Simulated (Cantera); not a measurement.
Input: 1 mol Ca(OH)2, 0.015 mol C, 16 mol O2, held at 452 °C.

Equilibrium computed with Cantera from the NASA thermochemical tables; the gas is ideal and each condensed phase is pure. Candidate condensed phases: C, C6H6, C7H8, C8H18, Ca, CaCO3, CaO, Ca(OH)2, H2O; 115 gas species. Kinetics and transport are ignored.

log p: log10 of the partial pressure in bar; n: condensed amount in mol.

```tsv
P (Pa)	log p O2	log p H2O	log p CO2	n CaO(s)	n CaCO3(calcite)	n Ca(OH)2(s)
10	-4.03	-5.23	-7.05	1.00	0	0
52	-3.31	-4.51	-6.34	1.00	0	0
270	-2.60	-3.80	-5.62	1.00	0	0
1400	(withheld)	(withheld)	(withheld)	1.00	0	0
7200	(withheld)	(withheld)	-4.68	0.990	(withheld)	0
37000	-0.46	-1.66	-4.68	0.986	0.0140	0
190000	0.25	-0.95	-4.68	0.985	0.0148	0
1000000	0.99	-0.63	-4.68	0.369	0.0150	0.616
```

**Question.** Fill in the missing entries.

**Answer.** 
- 1400, log p O2: -1.88
- 1400, log p H2O: -3.08
- 1400, log p CO2: -4.91
- 7200, log p O2: -1.17
- 7200, log p H2O: -2.37
- 7200, n CaCO3(calcite): 0.0101
